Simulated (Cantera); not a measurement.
# Moist CO burnout

An isothermal, constant-pressure homogeneous reactor starts with CO : O₂ : H₂O : N₂ = 0.0054 : 0.066 : 0.0045 : 1 (molar parts), at 900 K and 1.00 bar.

Cantera simulation using GRI-Mech 3.0 (53 species, 325 reactions); the numbers are that mechanism's predictions, not measurements.

```json
[
 {"t (s)": "9.00e-6", "x CO": "0.00502", "x O₂": "0.0613", "x H₂O": "0.00418", "x NO₂": "<1e-12", "x H": "<1e-12"},
 {"t (s)": "3.01e-5", "x CO": "0.00502", "x O₂": "0.0613", "x H₂O": "0.00418", "x NO₂": "<1e-12", "x H": "<1e-12"},
 {"t (s)": "0.000101", "x CO": "0.00502", "x O₂": "0.0613", "x H₂O": "0.00418", "x NO₂": "<1e-12", "x H": "<1e-12"},
 {"t (s)": "0.000338", "x CO": "0.00502", "x O₂": "0.0613", "x H₂O": "0.00418", "x NO₂": "<1e-12", "x H": "<1e-12"},
 {"t (s)": "0.00113", "x CO": "0.00502", "x O₂": "0.0613", "x H₂O": "0.00418", "x NO₂": "<1e-12", "x H": "<1e-12"},
 {"t (s)": "0.00379", "x CO": "0.00502", "x O₂": "0.0613", "x H₂O": "0.00418", "x NO₂": "<1e-12", "x H": "<1e-12"},
 {"t (s)": "0.0127", "x CO": "0.00502", "x O₂": "0.0613", "x H₂O": "0.00418", "x NO₂": "<1e-12", "x H": "<1e-12"},
 {"t (s)": "0.0424", "x CO": "0.00502", "x O₂": "0.0613", "x H₂O": "0.00418", "x NO₂": "<1e-12", "x H": "<1e-12"},
 {"t (s)": "0.142", "x CO": "0.00502", "x O₂": "0.0613", "x H₂O": "0.00418", "x NO₂": "<1e-12", "x H": "1.83e-12"},
 {"t (s)": "0.476", "x CO": "0.00502", "x O₂": "0.0613", "x H₂O": "0.00418", "x NO₂": "<1e-12", "x H": "1.19e-11"},
 {"t (s)": "1.59", "x CO": "0.00501", "x O₂": "0.0613", "x H₂O": "0.00418", "x NO₂": "<1e-12", "x H": "2.25e-10"},
 {"t (s)": "5.33", "x CO": "0.00476", "x O₂": "0.0612", "x H₂O": "0.00418", "x NO₂": "<1e-12", "x H": "7.41e-10"},
 {"t (s)": "17.8", "x CO": "0.00384", "x O₂": "0.0608", "x H₂O": "0.00418", "x NO₂": "1.08e-11", "x H": "6.42e-10"},
 {"t (s)": "59.7", "x CO": "0.00190", "x O₂": "0.0599", "x H₂O": "0.00419", "x NO₂": "9.79e-11", "x H": "3.16e-10"},
 {"t (s)": "200", "x CO": "0.000296", "x O₂": "0.0591", "x H₂O": "0.00419", "x NO₂": "3.81e-10", "x H": "3.73e-11"}
]
```
x: mole fraction; the columns are a selection and need not sum to one.

Equilibrium at this temperature and pressure: CO <1e-12, O₂ 0.0590, H₂O 0.00419, NO₂ 3.30e-7, H <1e-12 (gas phase only).
